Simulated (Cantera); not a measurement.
Charge: 1 mol MgO, 0.44 mol CH4, 0.075 mol CO, held at 1.30 bar.

Cantera equilibrium calculation (NASA polynomials, part measured and part estimated; ideal gas, pure solids and liquids). Candidate condensed phases: C, C6H6, C7H8, C8H18, H2O, Mg, MgCO3, MgO, Mg(OH)2; 116 gas species. The numbers say what is thermodynamically allowed, not how fast it happens.

Q: Which condensed phases are stable at each of these points (T (K)): 1700, 1775, 1850, 1925, 2000, 2075, 2150, 2225, 2300, 2375, 2450, 2525, 2600?

A: 
```tsv
T (K)	condensed phases	Mg condensed (%)
1700	C(graphite) + MgO(s)	99.9
1775	C(graphite) + MgO(s)	99.2
1850	C(graphite) + MgO(s)	96.2
1925	C(graphite) + MgO(s)	86.6
2000	MgO(s)	56.1
2075	MgO(s)	56.0
2150	MgO(s)	56.0
2225	MgO(s)	55.9
2300	MgO(s)	55.8
2375	MgO(s)	55.5
2450	MgO(s)	55.0
2525	MgO(s)	54.2
2600	MgO(s)	52.7
```

From 1700 K to 1925 K the condensed part is C(graphite) + MgO(s). From 2000 K to 2600 K the condensed part is MgO(s).
